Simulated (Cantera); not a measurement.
**Transport properties of process gases**

Gas mixture: CH4 = 0.51 (molar parts), at 0.000730 atm, frozen composition.

Cantera's kinetic-theory transport with the Lennard-Jones parameters of GRI-Mech 3.0, ideal gas; thermal conductivity in the mixture-averaged form. The composition is frozen, though it would react at the higher temperatures.

```tsv
T (K)	ρ (kg/m³)	cp (J/kg/K)	μ (µPa s)	λ (mW/m/K)	Pr	D (cm²/s) O	D (cm²/s) H	D (cm²/s) C2H2
400	0.000357	2526	14.4	50.7	0.720	760	2570	411
600	0.000238	3287	19.5	88.6	0.723	1520	5220	844
800	0.000178	3989	23.8	131	0.726	2470	8540	1390
1000	0.000143	4589	27.7	174	0.731	3590	12500	2030
1200	0.000119	5074	31.2	216	0.732	4870	16900	2760
1400	0.000102	5468	34.5	258	0.732	6290	21900	3580
1600	8.92e-5	5787	37.7	298	0.731	7850	27300	4470
1800	7.93e-5	6047	40.7	337	0.730	9550	33200	5440
2000	7.14e-5	6260	43.6	374	0.729	11400	39600	6490
```
D: mixture-averaged diffusion coefficient of that species in the mixture.
